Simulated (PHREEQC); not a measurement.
**Phosphoric acid bath: speciation**

Dissolve 0.0034 mol/kgw NaH2PO4, 1.5e-05 mol/kgw HCl and 6e-05 mol/kgw H3AsO4 at 25 °C. Closed to the air; pH follows from the charge balance.

All values are PHREEQC results (ion-association model, wateq4f.dat), not measurements.

No solid was allowed to form.

Problem. What pH does the model give?

Solution. pH 4.28.

H3PO4, which wateq4f.dat lacks, is added to it with the constant of phreeqc.dat.
